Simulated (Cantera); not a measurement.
An isothermal, constant-pressure homogeneous reactor starts with H2 : O2 : N2 = 1.2 : 1 : 13 (molar parts), equivalence ratio 0.60, at 1125 K and 1.00 bar.

Computed with Cantera and the H2/O2 subset of GRI-Mech 3.0, which has no nitrogen chemistry. The temperature is held fixed by assumption; the heat of reaction is taken as removed at once.

One state of this run: x H2 = 1.35e-9; x O2 = 0.0274; x H2O2 = 2.09e-10; x HO2 = 1.05e-9; x O = 1.01e-9; x H2O = 0.0822; x OH = 6.34e-7. x: mole fraction; the columns are a selection and need not sum to one.

Q: Which value of t (s) does it belong to?
A) 2.87
B) 41.2
C) 100
D) 0.0823

A: A, 2.87
